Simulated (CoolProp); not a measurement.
A closed Brayton cycle with nitrogen: compressor inlet 318.15 K and 1.8 MPa, high pressure 4.42 MPa, turbine inlet 805 K, compressor efficiency 0.89, turbine efficiency 0.93, recuperator effectiveness 0 (on enthalpy, no pinch check). Each further row changes one setting.

Computed with CoolProp (reference Helmholtz-energy equation of state, Span 2000).

```
case                           thermal efficiency (%)  net work (kJ/kg)  compressor to turbine work  compressor exit (K)  turbine exit (K)
-----------------------------  ----------------------  ----------------  --------------------------  -------------------  ----------------
as stated                                         ___              70.0                        0.61                423.3             644.0
turbine inlet 755 K                              16.2               ___                        0.65                423.3               ___
compressor inlet 328.15 K                         ___              66.5                        0.63                436.5             644.0
high pressure 3.76 MPa                           14.3               ___                        0.58                  ___             670.6
recuperator effectiveness 0.5                     ___              70.0                        0.61                423.3             644.0
```

**Question.** Some entries are withheld; supply them.

**Answer.** 
- as stated, thermal efficiency (%): 16.8
- turbine inlet 755 K, net work (kJ/kg): 58.7
- turbine inlet 755 K, turbine exit (K): 602.6
- compressor inlet 328.15 K, thermal efficiency (%): 16.5
- high pressure 3.76 MPa, net work (kJ/kg): 62.7
- high pressure 3.76 MPa, compressor exit (K): 402.4
- recuperator effectiveness 0.5, thermal efficiency (%): 23.4
